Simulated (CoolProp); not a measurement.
Vapour-liquid equilibrium of C3F8 (R218) (1) + R134a (2) at 0.0372 MPa; x and y are mole fractions of (1).

The numbers come from the multi-fluid Helmholtz-energy mixture model, Lemmon 2006 and Tillner-Roth 1994; pair parameters Bell 2016 in CoolProp.

```json
[
 {"x": "0.05", "bubble temperature (K)": "221.4", "y at the bubble point": "0.314", "dew temperature at overall composition x (K)": "226.4", "liquid density (mol/L)": "13.80"},
 {"x": "0.125", "bubble temperature (K)": "216.9", "y at the bubble point": "0.505", "dew temperature at overall composition x (K)": "225.1", "liquid density (mol/L)": "13.33"},
 {"x": "0.2", "bubble temperature (K)": "214.9", "y at the bubble point": "0.583", "dew temperature at overall composition x (K)": "223.7", "liquid density (mol/L)": "12.83"},
 {"x": "0.275", "bubble temperature (K)": "213.9", "y at the bubble point": "0.619", "dew temperature at overall composition x (K)": "222.2", "liquid density (mol/L)": "12.34"},
 {"x": "0.35", "bubble temperature (K)": "213.5", "y at the bubble point": "0.637", "dew temperature at overall composition x (K)": "220.6", "liquid density (mol/L)": "11.88"},
 {"x": "0.425", "bubble temperature (K)": "213.3", "y at the bubble point": "0.648", "dew temperature at overall composition x (K)": "218.9", "liquid density (mol/L)": "11.45"},
 {"x": "0.5", "bubble temperature (K)": "213.2", "y at the bubble point": "0.655", "dew temperature at overall composition x (K)": "217.0", "liquid density (mol/L)": "11.05"},
 {"x": "0.575", "bubble temperature (K)": "213.1", "y at the bubble point": "0.662", "dew temperature at overall composition x (K)": "215.1", "liquid density (mol/L)": "10.68"},
 {"x": "0.65", "bubble temperature (K)": "213.1", "y at the bubble point": "0.673", "dew temperature at overall composition x (K)": "213.3", "liquid density (mol/L)": "10.33"},
 {"x": "0.725", "bubble temperature (K)": "213.1", "y at the bubble point": "0.691", "dew temperature at overall composition x (K)": "213.3", "liquid density (mol/L)": "10.01"},
 {"x": "0.8", "bubble temperature (K)": "213.2", "y at the bubble point": "0.722", "dew temperature at overall composition x (K)": "214.0", "liquid density (mol/L)": "9.714"},
 {"x": "0.875", "bubble temperature (K)": "213.7", "y at the bubble point": "0.776", "dew temperature at overall composition x (K)": "214.9", "liquid density (mol/L)": "9.433"},
 {"x": "0.95", "bubble temperature (K)": "214.9", "y at the bubble point": "0.878", "dew temperature at overall composition x (K)": "215.8", "liquid density (mol/L)": "9.159"}
]
```

y crosses x between x = 0.65 and 0.725: the model has an azeotrope there.

Pair parameters are fitted to limited data, so mixtures are less certain than the pure fluids.
